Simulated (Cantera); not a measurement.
Feed: 1 mol TiCl4, 16 mol O2, held at 35.3 Torr.

Cantera equilibrium calculation (NASA polynomials, part measured and part estimated; ideal gas, pure solids and liquids). Candidate condensed phases: Ti, TiCl2, TiCl3, TiCl4, TiO, TiO2, Ti2O3, Ti3O5, Ti4O7; 15 gas species. The numbers say what is thermodynamically allowed, not how fast it happens. All values below are at 1425 K.

Base state: O2 0.861, Cl2 0.0908, Cl 0.0478, ClO 0.000261 (mole fractions); condensed: TiO2(rutile).

Q: What changes in the equilibrium state with this change: pressure from 35.3 Torr to 0.180 Torr?

A: 
```json
[
 {"species": "O2", "before": "0.861", "after": "0.796"},
 {"species": "Cl", "before": "0.0478", "after": "0.196"},
 {"species": "Cl2", "before": "0.0908", "after": "0.00785"},
 {"species": "O", "before": "5.94e-6", "after": "7.99e-5"},
 {"species": "ClO", "before": "0.000261", "after": "7.38e-5"},
 {"species": "TiO2(rutile), mol", "before": "1.000", "after": "1.000"}
]
```
